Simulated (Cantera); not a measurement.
# Ta2O5 + C + H2 (carbothermic reduction)

A closed system holds: 1 mol Ta2O5, 1.7 mol C, 0.13 mol H2, at 0.133 bar.

Method: chemical equilibrium by Gibbs-energy minimisation in Cantera with the NASA 1993 tables (ideal gas, pure condensed phases). Candidate condensed phases: C, C6H6, C7H8, C8H18, H2O, Ta, TaC, Ta2O5; 113 gas species. Mutual solubility and eutectic melting of coexisting phases are not modelled. TaC: taken at fixed stoichiometry. Condensed phases not in the tables: Ta2C. Equilibrium is a limit: real reactors are often held back by kinetics, nucleation or transport.

At 975 K the condensed part is C(graphite) + Ta2O5(s). At 1125 K the condensed part is C(graphite) + TaC(s) + Ta2O5(s). From 1275 K to 2025 K the condensed part is TaC(s) + Ta2O5(s). At 2175 K the condensed part is TaC(s) + Ta2O5(l).

| T (K) | x H2 | x CO | x CH4 | x H | x CO2 | x H2O | n C(graphite) | n Ta2O5(s) | n TaC(s) | n Ta2O5(l) |
|---|---|---|---|---|---|---|---|---|---|---|
| 975 | 0.982 | 0.00156 | 0.0162 | 3.10e-9 | 3.13e-7 | 0.000123 | 1.70 | 1.000 | 0 | 0 |
| 1125 | 0.921 | 0.0751 | 0.00326 | 1.17e-7 | 4.40e-5 | 0.000593 | 1.68 | 0.998 | 0.00425 | 0 |
| 1275 | 0.0965 | 0.902 | 8.35e-6 | 6.27e-7 | 0.00105 | 0.000187 | 0 | 0.757 | 0.486 | 0 |
| 1425 | 0.0965 | 0.902 | 6.58e-7 | 5.80e-6 | 0.00103 | 0.000251 | 0 | 0.757 | 0.486 | 0 |
| 1575 | 0.0964 | 0.902 | 8.51e-8 | 3.53e-5 | 0.00102 | 0.000315 | 0 | 0.757 | 0.486 | 0 |
| 1725 | 0.0963 | 0.902 | 1.59e-8 | 0.000158 | 0.00101 | 0.000379 | 0 | 0.757 | 0.486 | 0 |
| 1875 | 0.0960 | 0.902 | 3.91e-9 | 0.000556 | 0.00100 | 0.000438 | 0 | 0.757 | 0.486 | 0 |
| 2025 | 0.0954 | 0.902 | 1.19e-9 | 0.00163 | 0.000997 | 0.000493 | 0 | 0.757 | 0.486 | 0 |
| 2175 | 0.0940 | 0.900 | 4.48e-10 | 0.00410 | 0.000940 | 0.000510 | 0 | 0 | 0.486 | 0.757 |
x: gas mole fraction; n: condensed amount in mol.
